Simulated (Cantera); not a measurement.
A closed system holds: 1 mol SiH2Cl2, 4.5 mol O3, 77 mol N2, equilibrated at 40.0 Pa.

Equilibrium computed with Cantera from the NASA thermochemical tables; the gas is ideal and each condensed phase is pure. Candidate condensed phases: H2O, NH4Cl, Si, SiO2, Si2N2O, Si3N4; 47 gas species. The tables hold silica as quartz up to 1696 K and as liquid above; real silica turns to tridymite and cristobalite and melts near 1996 K. Rates play no part. All values below are at 1473 K.

Base state: N2 0.906, O2 0.0654, HCl 0.0156, Cl 0.00794, H2O 0.00395, NO 0.000640, OH 6.46e-5, O 3.57e-5 (mole fractions); condensed: SiO2(β-quartz).

### Question
What changes in the equilibrium state with this change: O3 from 4.5 to 1.3 mol?

### Answer
| species | before | after |
|---|---|---|
| N2 | 0.906 | 0.961 |
| HCl | 0.0156 | 0.0185 |
| O2 | 0.0654 | 0.0101 |
| O | 3.57e-5 | 1.40e-5 |
| NO | 0.000640 | 0.000259 |
| OH | 6.46e-5 | 3.67e-5 |
| Cl2 | 1.07e-5 | 7.19e-6 |
| Cl | 0.00794 | 0.00651 |
| SiO2(β-quartz), mol | 1.00 | 1.00 |
